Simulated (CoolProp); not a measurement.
Model: reference Helmholtz-energy equation of state, Fiedler 2023, in CoolProp.

Task: Give the vapour pressure (MPa), liquid density (kg/m³), enthalpy of vaporisation (kJ/kg), vapour Z of saturated tetrahydrofuran at 326.8 K.

Result: 
| T (K) | p (MPa) | liquid density (kg/m³) | enthalpy of vaporisation (kJ/kg) | vapour Z |
|---|---|---|---|---|
| 326.8 | 0.0669 | 850 | 425 | 0.979 |
